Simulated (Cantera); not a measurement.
An adiabatic, constant-pressure homogeneous reactor starts with CO : H₂ : O₂ : N₂ : H₂O = 1 : 0.049 : 0.541 : 1.9 : 1.6 (molar parts), equivalence ratio 0.97, at 1700 K and 0.200 bar.

Cantera simulation using GRI-Mech 3.0 (53 species, 325 reactions); the numbers are that mechanism's predictions, not measurements.

**Question.** Predict: time of steepest temperature rise; temperature at 9.00 s; equilibrium temperature; x(CO) at 9.00 s; x(H₂) at 9.00 s; x(O₂) at 9.00 s; x(NO) at 9.00 s; x(CO₂) at 9.00 s; x(H) at 9.00 s.

**Answer.** 
```
Property                                                            Result
---------------------------------  ---------------------------------------
time of steepest temperature rise                                 0.178 ms
temperature at 9.00 s                                               2451 K
equilibrium temperature                                             2451 K
x(CO) at 9.00 s                      0.0550 (gas-phase equilibrium 0.0550)
x(H₂) at 9.00 s                      0.0185 (gas-phase equilibrium 0.0185)
x(O₂) at 9.00 s                      0.0315 (gas-phase equilibrium 0.0315)
x(NO) at 9.00 s                    0.00578 (gas-phase equilibrium 0.00578)
x(CO₂) at 9.00 s                       0.153 (gas-phase equilibrium 0.153)
x(H) at 9.00 s                     0.00619 (gas-phase equilibrium 0.00619)
```
